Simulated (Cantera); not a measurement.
A freely propagating, adiabatic, planar premixed flame of H2 : O2 : N2 = 1 : 0.877 : 3.3 (molar parts), unburnt at 400 K and 1.01 bar; mixture-averaged transport, grid criteria slope 0.08 and curve 0.16, no radiation.

Model: the H2/O2 subset of GRI-Mech 3.0, which has no nitrogen chemistry, integrated in Cantera. Burning velocities carry a grid error of a few per cent, more on coarse grids. Lean hydrogen flames are cellular in practice and burn faster than this planar one.

Q: How do the results move with these cheaper or finer settings: unity-Lewis-number transport; multicomponent transport; multicomponent+Soret transport; grid criteria slope 0.5, curve 1; grid criteria slope 0.25, curve 0.5; grid criteria slope 0.03, curve 0.06?

A: 
```tsv
setting	laminar burning velocity	thermal thickness	peak x(O)	peak x(H)	grid points
as above	131 cm/s	0.379 mm	0.00632	0.00894	110
unity-Lewis-number transport	147 cm/s	0.280 mm	0.00933	0.0185	110
multicomponent transport	131 cm/s	0.373 mm	0.00634	0.00897	110
multicomponent+Soret transport	116 cm/s	0.380 mm	0.00590	0.00788	110
grid criteria slope 0.5, curve 1	162 cm/s	0.437 mm	0.00675	0.0109	38
grid criteria slope 0.25, curve 0.5	138 cm/s	0.394 mm	0.00642	0.00911	50
grid criteria slope 0.03, curve 0.06	132 cm/s	0.373 mm	0.00643	0.00920	249
```
Unity Lewis numbers drop preferential diffusion, which matters most where H2 and H carry the flame; Soret adds thermal diffusion.
